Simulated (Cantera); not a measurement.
Input: 1 mol PbO, 0.65 mol C, 0.1 mol N₂, 1.9 mol CH₄.

Cantera equilibrium calculation (NASA polynomials, part measured and part estimated; ideal gas, pure solids and liquids). Candidate condensed phases: C, C₆H₆, C₇H₈, C₈H₁₈, H₂O, Pb, PbO, PbO₂, Pb₃O₄; 139 gas species. Equilibrium is a limit: real reactors are often held back by kinetics, nucleation or transport.

Stable condensed phases, one row left out:

```
T in K \ P in Pa
              10      32     100     320    1000    3200   10000   32000  100000  320000 1000000
   2048        A       A       A       A       A       A       A       A       A       A       B
   1948        A       A       A       A       A       A       A       A       A       A       B
   1848        A       A       A       A       A       A       A       A       A       B       B
   1748        A       A       A       A       A       A       A       A       A       B       B
   1648        A       A       A       A       A       A       A       A       B       B       B
   1548        A       A       A       A       A       A       A       B       B       B       B
   1448        A       A       A       A       A       A       B       B       B       B       B
   1248        A       A       A       A       B       B       B       B       B       B       B
   1148        A       A       A       B       B       B       B       B       B       B       B
   1048        A       B       B       B       B       B       B       B       B       B       B
    948        B       B       B       B       B       B       B       B       B       B       B
```

A: C; B: C + Pb.

Task: Give the row for 1348 K.

Result: 10: C; 32: C; 100: C; 320: C; 1000: C; 3200: C + Pb; 10000: C + Pb; 32000: C + Pb; 100000: C + Pb; 320000: C + Pb; 1000000: C + Pb.
